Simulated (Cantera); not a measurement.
An adiabatic, constant-pressure homogeneous reactor starts with H2 : O2 : N2 = 1 : 0.833 : 3.13 (molar parts), at 1748 K and 160000 Pa. Integrator tolerance rtol = 1e-08.

Computed with Cantera and the H2/O2 subset of GRI-Mech 3.0, which has no nitrogen chemistry.

What does this change do: N2 3.13 to 5.1 parts?


```json
[
 {"quantity": "time of steepest temperature rise", "before": "4.41 µs", "after": "6.18 µs"},
 {"quantity": "temperature at 3.00 s", "before": "2799 K", "after": "2608 K"},
 {"quantity": "equilibrium temperature", "before": "2799 K", "after": "2608 K"},
 {"quantity": "x(H2) at 3.00 s", "before": "0.0124 (gas-phase equilibrium 0.0124)", "after": "0.00498 (gas-phase equilibrium 0.00498)"},
 {"quantity": "x(O2) at 3.00 s", "before": "0.0675 (gas-phase equilibrium 0.0675)", "after": "0.0485 (gas-phase equilibrium 0.0485)"},
 {"quantity": "x(OH) at 3.00 s", "before": "0.0306 (gas-phase equilibrium 0.0306)", "after": "0.0146 (gas-phase equilibrium 0.0146)"},
 {"quantity": "x(HO2) at 3.00 s", "before": "1.88e-5 (gas-phase equilibrium 1.88e-5)", "after": "8.30e-6 (gas-phase equilibrium 8.30e-6)"},
 {"quantity": "x(H2O2) at 3.00 s", "before": "7.71e-7 (gas-phase equilibrium 7.71e-7)", "after": "3.45e-7 (gas-phase equilibrium 3.45e-7)"}
]
```
